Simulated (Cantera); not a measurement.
Input: 1 mol CuO, a varied amount of CO, held at 1 atm.

Method: chemical equilibrium by Gibbs-energy minimisation in Cantera with the NASA 1993 tables (ideal gas, pure condensed phases). Candidate condensed phases: C, Cu, CuO, Cu₂O; 15 gas species. The numbers say what is thermodynamically allowed, not how fast it happens.

Stable condensed phases, one row left out:

```
T in °C \ n(CO) in mol
         1.7   3 4.3 5.6 6.9 8.2 9.4  11  12  13
   2200    A   A   A   A   B   B   B   B   B   B
   2100    A   A   A   A   A   A   A   A   B   B
   1900    A   A   A   A   A   A   A   A   A   A
   1800    A   A   A   A   A   A   A   A   A   A
   1700    A   A   A   A   A   A   A   A   A   A
   1600    A   A   A   A   A   A   A   A   A   A
   1500    A   A   A   A   A   A   A   A   A   A
   1400    A   A   A   A   A   A   A   A   A   A
```

A: Cu; B: gas only.

Problem. Give the row for 2000 °C.

Solution. 1.7: Cu; 3: Cu; 4.3: Cu; 5.6: Cu; 6.9: Cu; 8.2: Cu; 9.4: Cu; 11: Cu; 12: Cu; 13: Cu.
